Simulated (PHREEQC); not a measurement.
3.2 g of hydrous ferric oxide (600 m²/g; 0.2 weak and 0.005 strong sites per Fe, Dzombak-Morel constants, diffuse double layer) in 1 kg of water with 0.01 mol/kgw of an inert sodium salt, at 25 °C; the pH is set by adding NaOH or the inert anion's acid. Oxygen is held at 0.21 atm. CO2 from the air is kept out. No solid was allowed to form.

The numbers come from PHREEQC with the ion-association model, wateq4f.dat.

```json
[
 {"pH": "4", "surface charge σ (C/m²)": "0.226", "surface potential ψ (mV)": "182"},
 {"pH": "4.5", "surface charge σ (C/m²)": "0.167", "surface potential ψ (mV)": "168"},
 {"pH": "5", "surface charge σ (C/m²)": "0.117", "surface potential ψ (mV)": "151"},
 {"pH": "5.5", "surface charge σ (C/m²)": "0.079", "surface potential ψ (mV)": "132"},
 {"pH": "6", "surface charge σ (C/m²)": "0.050", "surface potential ψ (mV)": "110"},
 {"pH": "6.5", "surface charge σ (C/m²)": "0.031", "surface potential ψ (mV)": "86"},
 {"pH": "7", "surface charge σ (C/m²)": "0.017", "surface potential ψ (mV)": "60"},
 {"pH": "7.5", "surface charge σ (C/m²)": "0.008", "surface potential ψ (mV)": "34"},
 {"pH": "8", "surface charge σ (C/m²)": "0.001", "surface potential ψ (mV)": "6"},
 {"pH": "8.5", "surface charge σ (C/m²)": "-0.005", "surface potential ψ (mV)": "-22"},
 {"pH": "9", "surface charge σ (C/m²)": "-0.013", "surface potential ψ (mV)": "-49"},
 {"pH": "9.5", "surface charge σ (C/m²)": "-0.024", "surface potential ψ (mV)": "-75"},
 {"pH": "10", "surface charge σ (C/m²)": "-0.041", "surface potential ψ (mV)": "-100"},
 {"pH": "10.5", "surface charge σ (C/m²)": "-0.066", "surface potential ψ (mV)": "-122"},
 {"pH": "11", "surface charge σ (C/m²)": "-0.102", "surface potential ψ (mV)": "-142"},
 {"pH": "11.5", "surface charge σ (C/m²)": "-0.156", "surface potential ψ (mV)": "-158"},
 {"pH": "12", "surface charge σ (C/m²)": "-0.234", "surface potential ψ (mV)": "-167"}
]
```

Species that the database lacks are ignored.
